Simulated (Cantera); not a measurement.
Feed: 1 mol AlCl3, 8.5 mol O2, 2.4 mol H2, at 502 °C and 1.00 bar.

Cantera equilibrium calculation (NASA polynomials, part measured and part estimated; ideal gas, pure solids and liquids). Candidate condensed phases: Al, AlCl3, Al2O3, H2O; 29 gas species. Condensed phases not in the tables: AlOCl. Rates play no part.

Base state: O2 0.635, H2O 0.179, Cl2 0.0953, HCl 0.0901 (mole fractions); condensed: Al2O3(s).

### Question
What changes in the equilibrium state with this change: AlCl3 replaced by Al(CH3)3?

### Answer
```
species        before  after
-------------  ------  -----
H2O             0.179  0.616
CO2                 0  0.268
O2              0.635  0.116
Cl2            0.0953      0
HCl            0.0901      0
Al2O3(s), mol   0.500  0.500
```
The feed counts by its element totals alone. Further candidate phases: C, C6H6, C7H8, C8H18.

### Question
What changes in the equilibrium state with this change: H2 from 2.4 to 32 mol?

### Answer
```csv
species,before,after
H2O,0.179,0.463
H2,<1e-9,0.448
HCl,0.0901,0.0896
O2,0.635,<1e-9
Cl2,0.0953,<1e-9
"Al2O3(s), mol",0.500,0.500
```
